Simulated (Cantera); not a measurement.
An isothermal, constant-pressure homogeneous reactor starts with CO : O2 : H2O : N2 = 0.011 : 0.018 : 0.0059 : 1 (molar parts), equivalence ratio 0.31, at 1448 K and 180000 Pa.

Cantera simulation using GRI-Mech 3.0 (53 species, 325 reactions); the numbers are that mechanism's predictions, not measurements.

x: mole fraction; the columns are a selection and need not sum to one.

```csv
t (s),x CO,x O2,x H2O,x NO,x OH,x H2,x N2O
3.00e-5,0.0106,0.0174,0.00570,<1e-12,2.23e-9,4.21e-11,<1e-12
9.76e-5,0.0106,0.0174,0.00570,<1e-12,2.20e-8,1.62e-9,8.44e-12
0.000318,0.0106,0.0174,0.00570,1.77e-12,1.20e-6,1.74e-7,4.99e-10
0.00103,0.00614,0.0148,0.00521,4.47e-7,0.000305,0.000155,6.04e-7
0.00337,0.000679,0.0124,0.00562,1.74e-6,0.000127,3.05e-5,1.07e-6
0.0110,6.75e-5,0.0122,0.00571,1.90e-6,4.37e-5,3.32e-6,1.27e-6
0.0357,5.72e-6,0.0121,0.00572,1.94e-6,1.61e-5,4.03e-7,8.57e-7
0.116,?,0.0121,0.00573,1.96e-6,?,?,?
0.378,1.68e-7,0.0121,0.00573,1.96e-6,5.05e-6,3.70e-8,2.50e-8
1.23,1.59e-7,0.0121,0.00573,1.96e-6,4.97e-6,3.59e-8,2.34e-8
4.00,1.59e-7,0.0121,0.00573,1.97e-6,4.97e-6,3.59e-8,2.34e-8
```

**Question.** Fill in the missing entries.

**Answer.** 
- 0.116, x CO: 5.33e-7
- 0.116, x OH: 7.22e-6
- 0.116, x H2: 7.61e-8
- 0.116, x N2O: 1.71e-7
